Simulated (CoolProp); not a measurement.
m-xylene along the isobar 0.686 MPa: density (kg/m³) from the reference equation and from simpler models built on Tc = 616.9 K, pc = 3.535 MPa, ω = 0.326; each cubic takes its own stable root.

Values from CoolProp's reference Helmholtz-energy equation of state, Zhou 2012.

```csv
T (K),phase,reference
514.3,gas,19.98
529.4,gas,19.04
544.5,gas,18.22
559.6,gas,17.50
574.7,gas,16.85
589.8,gas,16.27
604.9,gas,15.73
620,gas,15.24
```

Task: How far does each simpler model (van der Waals, Soave-Redlich-Kwong, Peng-Robinson) lie from the reference over these 8 states: mean and median of the absolute difference, and the worst?

Result: 
- van der Waals: mean 3.0 %, median 2.7 %, worst -5.6 % at 514.3 K and 0.686 MPa
- Soave-Redlich-Kwong: mean 0.8 %, median 0.7 %, worst -1.5 % at 514.3 K and 0.686 MPa
- Peng-Robinson: mean 0.2 %, median 0.2 %, worst -0.5 % at 514.3 K and 0.686 MPa
